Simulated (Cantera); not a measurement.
A perfectly stirred reactor is fed with CO : H2 : CH4 : O2 : N2 = 1 : 0.095 : 0.057 : 0.473 : 1.78 (molar parts), equivalence ratio 1.4, at 7.50 atm; it is adiabatic with a 450 K inlet, and is followed from long to short residence time, starting on the burning branch (τ in s: 0.18, 0.074, 0.031, 0.013, 0.0055, 0.0023, 0.00096, 0.0004, 0.00017, 7.1e-05, 3e-05).

Cantera simulation using GRI-Mech 3.0 (53 species, 325 reactions); the numbers are that mechanism's predictions, not measurements.

x: mole fraction; the columns are a selection and need not sum to one.

```json
[
 {"τ (s)": "0.18", "T (K)": "2449", "x CO": "0.120", "x H2": "0.00545", "x CH4": "1.24e-7", "x C2H6": "<1e-12", "x CH2": "4.01e-9"},
 {"τ (s)": "0.074", "T (K)": "2447", "x CO": "0.120", "x H2": "0.00546", "x CH4": "2.83e-7", "x C2H6": "<1e-12", "x CH2": "9.44e-9"},
 {"τ (s)": "0.031", "T (K)": "2444", "x CO": "0.120", "x H2": "0.00547", "x CH4": "5.99e-7", "x C2H6": "<1e-12", "x CH2": "2.11e-8"},
 {"τ (s)": "0.013", "T (K)": "2438", "x CO": "0.121", "x H2": "0.00550", "x CH4": "1.17e-6", "x C2H6": "<1e-12", "x CH2": "4.45e-8"},
 {"τ (s)": "0.0055", "T (K)": "2428", "x CO": "0.122", "x H2": "0.00555", "x CH4": "2.08e-6", "x C2H6": "2.53e-12", "x CH2": "8.62e-8"},
 {"τ (s)": "0.0023", "T (K)": "2409", "x CO": "0.124", "x H2": "0.00565", "x CH4": "3.55e-6", "x C2H6": "6.54e-12", "x CH2": "1.55e-7"},
 {"τ (s)": "0.00096", "T (K)": "2377", "x CO": "0.127", "x H2": "0.00584", "x CH4": "6.00e-6", "x C2H6": "1.55e-11", "x CH2": "2.55e-7"},
 {"τ (s)": "0.00040", "T (K)": "2327", "x CO": "0.131", "x H2": "0.00615", "x CH4": "?", "x C2H6": "3.65e-11", "x CH2": "?"},
 {"τ (s)": "0.00017", "T (K)": "2256", "x CO": "0.138", "x H2": "0.00659", "x CH4": "?", "x C2H6": "8.84e-11", "x CH2": "?"},
 {"τ (s)": "7.1e-5", "T (K)": "2159", "x CO": "0.147", "x H2": "0.00714", "x CH4": "3.48e-5", "x C2H6": "2.45e-10", "x CH2": "7.50e-7"},
 {"τ (s)": "3.0e-5", "T (K)": "2035", "x CO": "0.158", "x H2": "0.00765", "x CH4": "7.35e-5", "x C2H6": "8.32e-10", "x CH2": "9.84e-7"}
]
```

**Question.** What belongs in the gaps?

**Answer.** 
- 0.00040, x CH4: 1.03e-5
- 0.00040, x CH2: 3.90e-7
- 0.00017, x CH4: 1.82e-5
- 0.00017, x CH2: 5.53e-7
